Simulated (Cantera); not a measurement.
## NO annealing gas

An isothermal, constant-pressure homogeneous reactor starts with 43.5 % NO, 56.5 % N₂, at 2025 K and 10.00 Torr.

Detailed kinetics in Cantera: GRI-Mech 3.0 (53 species, 325 reactions). Radical loss at walls, strong at low pressure, is not modelled.

```
t (s)        x NO      x O₂    x N₂O   x N₂       x O     x NO₂
--------  -------  --------  -------  -----  --------  --------
0.000100    0.435  1.74e-10  3.50e-7  0.565   3.51e-7  1.10e-10
0.000335    0.435   1.96e-9  1.17e-6  0.565   1.18e-6   1.21e-9
0.00112     0.435   2.22e-8  3.85e-6  0.565   4.00e-6   1.29e-8
0.00376     0.435   2.57e-7  1.22e-5  0.565   1.40e-5   1.22e-7
0.0126      0.435   3.20e-6  3.48e-5  0.565   5.23e-5   8.74e-7
0.0422      0.434   4.56e-5  7.02e-5  0.565  0.000208   3.94e-6
0.141       0.433  0.000586  7.40e-5  0.566  0.000607   9.05e-6
0.474       0.426   0.00405  6.44e-5  0.569  0.000906   1.33e-5
1.59        0.397    0.0181  5.12e-5  0.584   0.00124   2.15e-5
5.32        0.290    0.0712  2.27e-5  0.637   0.00201   3.12e-5
17.8       0.0756     0.178  1.31e-6  0.744   0.00299   1.32e-5
59.7       0.0102     0.210  6.06e-8  0.776   0.00323   1.95e-6
200       0.00820     0.211  5.28e-8  0.777   0.00324   1.57e-6
```
x: mole fraction; the columns are a selection and need not sum to one.

Equilibrium at this temperature and pressure: NO 0.00820, O₂ 0.211, N₂O 5.28e-8, N₂ 0.777, O 0.00324, NO₂ 1.57e-6 (gas phase only).
